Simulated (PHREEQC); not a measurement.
A solution holds 1.5 mmol/kgw Cu(NO3)2, 4.3 mmol/kgw H2SO4, 7.7 mmol/kgw NaCl and 0.15 mmol/kgw Ca(OH)2, at 25 °C. Closed to the air; pH follows from the charge balance.

The numbers come from PHREEQC with the ion-association model, phreeqc.dat.

**Question.** The ionic strength comes out as 0.0217 mol/kgw. What activity coefficients do NaSO4-, Cl-, Cu+2, HSO4-, SO4-2 get?

**Answer.** NaSO4- 0.87, Cl- 0.86, Cu+2 0.58, HSO4- 0.87, SO4-2 0.57.

This is a speciation only: nothing precipitates in the calculation. Complexes and solids missing from the database can't appear.
